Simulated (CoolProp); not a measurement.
Computed with CoolProp (reference Helmholtz-energy equation of state, Akasaka 2023).

### Question
Give the vapour pressure (MPa), liquid density (kg/m³), vapour density (kg/m³), enthalpy of vaporisation (kJ/kg) of saturated R1224YDZ at 22.95 °C.

### Answer
```
T (°C)  p (MPa)  liquid density (kg/m³)  vapour density (kg/m³)  enthalpy of vaporisation (kJ/kg)
------  -------  ----------------------  ----------------------  --------------------------------
22.95     0.137                    1370                    8.79                               166
```
